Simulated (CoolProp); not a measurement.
Properties of R141b at several states.

Computed with CoolProp (reference Helmholtz-energy equation of state, Lemmon 2006). It is a short technical equation, of lower accuracy than the large ones.

| T (°C) | p (MPa) | phase | speed of sound (m/s) | Joule-Thomson coefficient (K/MPa) | isothermal compressibility (1/MPa) |
|---|---|---|---|---|---|
| -30.65 | 0.859 | liquid | 1040 | -0.4574 | 0.0009865 |
| 16.75 | 0.387 | liquid | 853.3 | -0.3907 | 0.001570 |
| 40.05 | 0.042 | gas | 154.8 | 36.49 | 24.16 |
| 221.05 | 0.765 | gas | 185.5 | 8.824 | 1.387 |
| -61.85 | 0.409 | liquid | 1170 | -0.4745 | 0.0007515 |
